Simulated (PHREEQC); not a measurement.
0.027 g of hydrous ferric oxide (600 m²/g; 0.2 weak and 0.005 strong sites per Fe, Dzombak-Morel constants, diffuse double layer) in 1 kg of water with 0.05 mol/kgw of an inert sodium salt and 0.019 mmol/kgw SrCl2, at 25 °C; the pH is set by adding NaOH or the inert anion's acid. Oxygen alone is held at its pressure in air (log pO2 = -0.68). No CO2 enters from the air. Nothing may precipitate in this run.

Computed with PHREEQC (ion-association model, wateq4f.dat).

**Question.** Predict surface charge σ (C/m²) at pH = 5.5, 6.62, 7.38.

**Answer.** 
| pH | surface charge σ (C/m²) |
|---|---|
| 5.5 | 0.130 |
| 6.62 | 0.051 |
| 7.38 | 0.021 |
